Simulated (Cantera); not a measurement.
Input: 1 mol Ni, 0.19 mol H2S, 220 mol H2, 0.12 mol NH3, at 21.8 Torr.

Method: chemical equilibrium by Gibbs-energy minimisation in Cantera with the NASA 1993 tables (ideal gas, pure condensed phases). Candidate condensed phases: Ni, NiS, NiS2, Ni3S2, Ni3S4, S; 17 gas species. Rates play no part.

log p: log10 of the partial pressure in bar; n: condensed amount in mol.

```csv
T (K),log p H2,log p H,log p Ni,log p H2S,log p SH,n Ni(s),n Ni3S2(s),n Ni(l)
773,-1.54,(withheld),<-13,-4.93,-11.90,0.849,0.0502,0
923,-1.54,(withheld),<-13,-4.60,-9.77,1.00,0,0
1073,-1.54,(withheld),-13.15,-4.60,-8.47,1.00,0,0
1223,-1.54,(withheld),-10.62,-4.60,-7.48,1.00,0,0
1373,-1.54,(withheld),-8.65,-4.61,-6.72,1.000,0,0
1523,-1.54,(withheld),-7.07,-4.62,-6.11,0.999,0,0
1673,-1.54,(withheld),-5.78,-4.65,-5.64,0.987,0,0
1823,-1.54,(withheld),-4.73,-4.74,-5.30,0,0,0.856
1973,-1.54,(withheld),-3.89,-4.90,-5.10,0,0,0
```

Task: Fill in the missing entries.

Result: 
- 773, log p H: -12.81
- 923, log p H: -10.38
- 1073, log p H: -8.62
- 1223, log p H: -7.29
- 1373, log p H: -6.25
- 1523, log p H: -5.41
- 1673, log p H: -4.71
- 1823, log p H: -4.13
- 1973, log p H: -3.64
